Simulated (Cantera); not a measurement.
Input: 1 mol TEOS, 0.13 mol O2, held at 1325 °C and 0.0420 Torr.

Method: chemical equilibrium by Gibbs-energy minimisation in Cantera with the NASA 1993 tables (ideal gas, pure condensed phases). Candidate condensed phases: C, C6H6, C7H8, C8H18, H2O, Si, SiC, SiO2; 123 gas species. The feed counts by its element totals alone. Rates play no part.

Base state: H2 0.696, CO 0.297, H 0.00593, SiO 0.000855, C2H2 (acetylene) 1.88e-5, Si 1.74e-5 (mole fractions); condensed: C(graphite) + SiC(s).

Problem. What changes in the equilibrium state with this change: TEOS replaced by SiF4?

Solution. 
| species | before | after |
|---|---|---|
| SiF4 | 0 | 0.884 |
| O2 | <1e-9 | 0.115 |
| O | <1e-9 | 0.000641 |
| H2 | 0.696 | 0 |
| CO | 0.297 | 0 |
| H | 0.00593 | 0 |
| F | 0 | 0.000224 |
| SiF3 | 0 | 0.000220 |
| C(graphite), mol | 2.76 | 0 |
| SiC(s), mol | 0.988 | 0 |
The tables' values for SiF3 are old estimates; treat these amounts as uncertain.
